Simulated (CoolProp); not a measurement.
Vapour-liquid equilibrium of R125 (1) + R227EA (2) at 76 kPa; x and y are mole fractions of (1).

The numbers come from the multi-fluid Helmholtz-energy mixture model, Lemmon 2005 and Lemmon 2016; pair parameters Bell 2016 in CoolProp.

```json
[
 {"x": "0.05", "bubble temperature, mixture model (K)": "247.4", "bubble temperature, Raoult's law (K)": "247.3", "y, mixture model": "(withheld)", "y, Raoult's law": "0.177"},
 {"x": "0.15", "bubble temperature, mixture model (K)": "242.2", "bubble temperature, Raoult's law (K)": "242.0", "y, mixture model": "0.416", "y, Raoult's law": "0.430"},
 {"x": "0.25", "bubble temperature, mixture model (K)": "237.8", "bubble temperature, Raoult's law (K)": "237.7", "y, mixture model": "0.584", "y, Raoult's law": "0.596"},
 {"x": "0.35", "bubble temperature, mixture model (K)": "234.1", "bubble temperature, Raoult's law (K)": "234.1", "y, mixture model": "0.702", "y, Raoult's law": "0.711"},
 {"x": "0.45", "bubble temperature, mixture model (K)": "231.0", "bubble temperature, Raoult's law (K)": "230.9", "y, mixture model": "0.787", "y, Raoult's law": "0.794"},
 {"x": "0.55", "bubble temperature, mixture model (K)": "228.3", "bubble temperature, Raoult's law (K)": "228.3", "y, mixture model": "0.849", "y, Raoult's law": "0.855"},
 {"x": "0.65", "bubble temperature, mixture model (K)": "225.9", "bubble temperature, Raoult's law (K)": "225.9", "y, mixture model": "0.897", "y, Raoult's law": "0.902"},
 {"x": "0.75", "bubble temperature, mixture model (K)": "223.8", "bubble temperature, Raoult's law (K)": "223.8", "y, mixture model": "(withheld)", "y, Raoult's law": "0.938"},
 {"x": "0.85", "bubble temperature, mixture model (K)": "221.9", "bubble temperature, Raoult's law (K)": "221.9", "y, mixture model": "0.964", "y, Raoult's law": "0.967"},
 {"x": "0.95", "bubble temperature, mixture model (K)": "220.2", "bubble temperature, Raoult's law (K)": "220.2", "y, mixture model": "(withheld)", "y, Raoult's law": "0.990"}
]
```

### Question
What belongs in the gaps?

### Answer

- 0.05, y, mixture model: 0.168
- 0.75, y, mixture model: 0.934
- 0.95, y, mixture model: 0.989

The largest gap from Raoult's law is +0.2 K in bubble temperature, at x = 0.15. No azeotrope shows between x = 0.05 and 0.95.

The pair parameters rest on a limited set of measurements; away from them the model extrapolates.
